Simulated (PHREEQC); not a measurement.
Make-up at 25 °C: 0.00032 mol PbCl2, 0.071 mol NaCl and 0.0027 mol Cu(NO3)2 per kg of water. Closed to the air; pH follows from the charge balance.

Model: ion-association model, wateq4f.dat, run in PHREEQC.

Each row changes one thing in this solution. This is a speciation only: nothing precipitates in the calculation.

```csv
case,pH,Cu+2 (mol/kgw),CuCl+ (mol/kgw),CuCl2 (mol/kgw),Cu2(OH)2+2 (mol/kgw),CuOH+ (mol/kgw),SI of Tenorite (CuO),SI of Atacamite (Cu2(OH)3Cl)
as made,5.16,0.00248,0.000202,4.67e-6,2.59e-6,1.95e-6,-0.27,+0.94
diluted 5-fold with water,5.47,0.000524,1.25e-5,7.42e-8,6.67e-7,1.09e-6,-0.17,+0.19
temperature from 25 to 60 °C,4.85,0.00196,0.000699,2.18e-5,8.15e-6,7.21e-7,+0.15,+1.17
temperature from 25 to 80 °C,4.71,0.00154,0.00110,3.93e-5,1.16e-5,4.02e-7,+0.32,+1.21
PbCl2 replaced by LiCl at the same molality,5.17,0.00248,0.000202,4.66e-6,2.64e-6,1.97e-6,-0.26,+0.95
0.0021 mol/kgw Zn(NO3)2 added,5.16,0.00249,0.000198,4.49e-6,2.50e-6,1.91e-6,-0.29,+0.91
temperature from 25 to 30 °C,5.12,0.00244,0.000251,6.06e-6,3.28e-6,1.72e-6,-0.19,+1.01
temperature from 25 to 20 °C,5.20,0.00253,0.000162,3.54e-6,1.97e-6,2.20e-6,-0.37,+0.85
```

Some of these states are supersaturated (in Atacamite, Tenorite (slow to form), for instance). At this temperature some constants are extrapolated from 25 °C, and those without enthalpy data are left unchanged.
